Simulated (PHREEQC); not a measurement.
Model water analysis in mg/kgw, 20 °C, pH 6.75, pe 8.1:

```json
[
 {"constituent": "Na", "mg/kgw": "0.00723"},
 {"constituent": "K", "mg/kgw": "0.00394"},
 {"constituent": "Ca", "mg/kgw": "0.00825"},
 {"constituent": "Mg", "mg/kgw": "0.00588"},
 {"constituent": "Cl", "mg/kgw": "0.0256"},
 {"constituent": "S(6) as SO4", "mg/kgw": "0.00887"},
 {"constituent": "Alkalinity as HCO3", "mg/kgw": "0.0276"},
 {"constituent": "O(0) (dissolved oxygen)", "mg/kgw": "1.55e-05"},
 {"constituent": "Cu(2)", "mg/kgw": "0.00032"},
 {"constituent": "Si as SiO2", "mg/kgw": "1.03e-05"},
 {"constituent": "Zn", "mg/kgw": "6.57e-05"},
 {"constituent": "Pb", "mg/kgw": "4.37e-05"},
 {"constituent": "Cd", "mg/kgw": "0.00103"}
]
```

Valence states are taken as typed.

The numbers come from PHREEQC with the ion-association model, wateq4f.dat.

This is a speciation only: nothing precipitates in the calculation.

Question: Order these Pb species by the share of Pb that they hold, largest first: PbCO3, PbOH+, Pb+2.

Answer: Pb+2 (90 %), PbOH+ (9.8 %), PbCO3 (0.22 %)

Question: Order these Cu species by the share of Cu that they hold, largest first: CuOH+, Cu(OH)2, Cu+2.

Answer: Cu+2 (58 %), Cu(OH)2 (38 %), CuOH+ (3.3 %)

The ionic strength is 2.08e-6 mol/kgw. Complexes and solids missing from the database can't appear. The database's constant for dissolved Cu(OH)2 is higher than later reviews accept.
